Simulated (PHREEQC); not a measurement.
Consider water at 20 °C with 0.0055 mol Pb(NO3)2, 0.0038 mol NaNO3 and 0.00011 mol Na2SO4 per kg of water. Closed to the air; pH follows from the charge balance.

Equilibrium calculation in PHREEQC: ion-association model, wateq4f.dat.

Each row changes one thing in this solution. No solid was allowed to form.

```json
[
 {"case": "as made", "pH": "5.09", "ionic strength (mol/kgw)": "0.0192", "NO3- (mol/kgw)": "0.0142"},
 {"case": "Na2SO4 from 0.00011 to 1.1e-05 mol/kgw", "pH": "5.09", "ionic strength (mol/kgw)": "0.0191", "NO3- (mol/kgw)": "0.0142"},
 {"case": "Na2SO4 left out", "pH": "5.08", "ionic strength (mol/kgw)": "0.0191", "NO3- (mol/kgw)": "0.0142"},
 {"case": "Na2SO4 from 0.00011 to 2.2e-05 mol/kgw", "pH": "5.09", "ionic strength (mol/kgw)": "0.0191", "NO3- (mol/kgw)": "0.0142"},
 {"case": "Pb(NO3)2 left out", "pH": "7.08", "ionic strength (mol/kgw)": "0.00413", "NO3- (mol/kgw)": "0.00380"},
 {"case": "NaNO3 from 0.0038 to 0.038 mol/kgw", "pH": "5.17", "ionic strength (mol/kgw)": "0.0521", "NO3- (mol/kgw)": "0.0477"},
 {"case": "diluted 2-fold with water", "pH": "5.22", "ionic strength (mol/kgw)": "0.00986", "NO3- (mol/kgw)": "0.00722"}
]
```

Some of these states are supersaturated (in Anglesite, Larnakite, for instance).
